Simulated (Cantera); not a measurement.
Feed: 1 mol Pb, 0.079 mol H₂, 0.46 mol N₂, at 523 K and 128 Torr.

These are equilibrium values from Cantera (NASA tables, ideal gas, pure condensed phases), not measurements of a reactor. Candidate condensed phases: Pb; 11 gas species. The numbers say what is thermodynamically allowed, not how fast it happens.

Base state: N₂ 0.854, H₂ 0.144, NH₃ 0.00161 (mole fractions); condensed: Pb(s).

**Question.** What changes in the equilibrium state with this change: N₂ from 0.46 to 0.1 mol?

**Answer.** 
```csv
species,before,after
N₂,0.854,0.559
H₂,0.144,0.434
NH₃,0.00161,0.00679
"Pb(s), mol",1.00,1.00
```
